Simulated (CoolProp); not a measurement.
Model: reference Helmholtz-energy equation of state, Wagner 2002, in CoolProp.

Problem. Give the vapour pressure (MPa), liquid density (kg/m³), vapour density (kg/m³) of saturated water at 234.65, 247.25, 259.85 °C.

Solution. 
```csv
T (°C),p (MPa),liquid density (kg/m³),vapour density (kg/m³)
234.65,3.04,821,15.2
247.25,3.79,803,19.0
259.85,4.68,784,23.7
```
